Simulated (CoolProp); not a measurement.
Properties of R115 along the isotherm -31.15 °C.

Model: reference Helmholtz-energy equation of state, Lemmon 2016, in CoolProp.

| p (bar) | phase | Joule-Thomson coefficient (K/MPa) | expansivity (1/kK) |
|---|---|---|---|
| 1.56 | liquid | -0.2941 | 2.381 |
| 3.13 | liquid | -0.2955 | 2.373 |
| 4.69 | liquid | -0.2968 | ___ |
| 6.26 | liquid | -0.2981 | 2.358 |
| 7.82 | liquid | -0.2993 | ___ |
| 9.39 | liquid | ___ | 2.343 |
| 11 | liquid | ___ | 2.335 |
| 12.5 | liquid | -0.3031 | ___ |
| 14.1 | liquid | ___ | ___ |
| 15.6 | liquid | ___ | 2.314 |

Task: Fill in the missing entries.

Result: 
- 4.69, expansivity (1/kK): 2.366
- 7.82, expansivity (1/kK): 2.350
- 9.39, Joule-Thomson coefficient (K/MPa): -0.3006
- 11, Joule-Thomson coefficient (K/MPa): -0.3019
- 12.5, expansivity (1/kK): 2.328
- 14.1, Joule-Thomson coefficient (K/MPa): -0.3044
- 14.1, expansivity (1/kK): 2.321
- 15.6, Joule-Thomson coefficient (K/MPa): -0.3055
